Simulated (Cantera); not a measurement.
**Silicon etching in halogen gases: Si + NF3**

Feed: 1 mol Si, 4.9 mol NF3, at 1.43 Torr.

Equilibrium computed with Cantera from the NASA thermochemical tables; the gas is ideal and each condensed phase is pure. Candidate condensed phases: Si, Si3N4; 16 gas species. The numbers say what is thermodynamically allowed, not how fast it happens.

| T (K) | x F | x NF3 | x F2 | x N2 | x SiF4 | x NF2 | x SiF3 |
|---|---|---|---|---|---|---|---|
| 573 | 0.000383 | 0.608 | 0.0651 | 0.144 | 0.183 | 2.05e-9 | <1e-12 |
| 673 | 0.0122 | 0.205 | 0.416 | 0.231 | 0.136 | 4.80e-8 | <1e-12 |
| 773 | 0.0898 | 0.0148 | 0.523 | 0.263 | 0.110 | 1.41e-7 | <1e-12 |
| 873 | 0.317 | 0.000757 | 0.352 | 0.234 | 0.0957 | 1.66e-7 | <1e-12 |
| 973 | 0.602 | 2.29e-5 | 0.124 | 0.195 | 0.0794 | 8.67e-8 | <1e-12 |
| 1073 | 0.723 | 4.98e-7 | 0.0267 | 0.178 | 0.0726 | 2.66e-8 | <1e-12 |
| 1173 | 0.749 | 1.50e-8 | 0.00590 | 0.174 | 0.0711 | 8.12e-9 | <1e-12 |
| 1273 | 0.754 | 7.42e-10 | 0.00157 | 0.173 | 0.0708 | 2.86e-9 | <1e-12 |
| 1373 | 0.756 | 5.61e-11 | 0.000503 | 0.173 | 0.0707 | 1.17e-9 | <1e-12 |
| 1473 | 0.756 | 6.02e-12 | 0.000187 | 0.173 | 0.0707 | 5.34e-10 | 3.14e-12 |
| 1573 | 0.756 | <1e-12 | 7.85e-5 | 0.173 | 0.0707 | 2.69e-10 | 7.41e-11 |
| 1673 | 0.756 | <1e-12 | 3.65e-5 | 0.173 | 0.0707 | 1.47e-10 | 1.20e-9 |
| 1773 | 0.756 | <1e-12 | 1.85e-5 | 0.173 | 0.0707 | 8.63e-11 | 1.41e-8 |
x: gas mole fraction; nothing condenses.

From 573 K to 1773 K nothing is condensed. The main Si-bearing gas is SiF4 throughout.
